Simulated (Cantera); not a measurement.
## Thermodynamics of abatement and gas-phase synthesis, feed CS₂ + H₂ + N₂

Input: 1 mol CS₂, 1.2 mol H₂, 42 mol N₂, at 1148.15 K and 23000 Pa.

Equilibrium computed with Cantera from the NASA thermochemical tables; the gas is ideal and each condensed phase is pure. Candidate condensed phases: C, C₆H₆, C₇H₈, C₈H₁₈, S; 100 gas species. Gases not in the tables: S₃ to S₇. Rates play no part.

```json
{
 "x(N₂)": "0.956",
 "x(H₂)": "0.0155",
 "x(CS₂)": "0.0147",
 "x(H₂S)": "0.0118",
 "x(S₂)": "0.00221",
 "x(SH)": "1.53e-5",
 "x(HCN)": "4.98e-6",
 "x(CH₄)": "1.32e-6",
 "n(C(graphite))": "0.355 mol",
 "gas_amount": "43.94 mol",
 "log10 activity of S(l) (absent)": "-2.35"
}
```
